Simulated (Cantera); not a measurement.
Mixture: CH4 : O2 : N2 : H2O = 1 : 3.03 : 11.4 : 1.3 (molar parts), equivalence ratio 0.66, at 2.30 bar, adiabatic and at constant volume. Ignition delay is the time to a rise of 400 K.

Computed with Cantera and GRI-Mech 3.0 (53 species, 325 reactions).

Predict: delay at 1050 K; delay at 1150 K; delay at 1250 K; delay at 1350 K; delay at 1450 K; delay at 1550 K; apparent activation energy between 1350 and 1550 K.


```json
{
  "delay at 1050 K": "0.160 s",
  "delay at 1150 K": "37.1 ms",
  "delay at 1250 K": "9.96 ms",
  "delay at 1350 K": "2.98 ms",
  "delay at 1450 K": "0.985 ms",
  "delay at 1550 K": "0.360 ms",
  "apparent activation energy between 1350 and 1550 K": "180 kJ/mol"
}
```
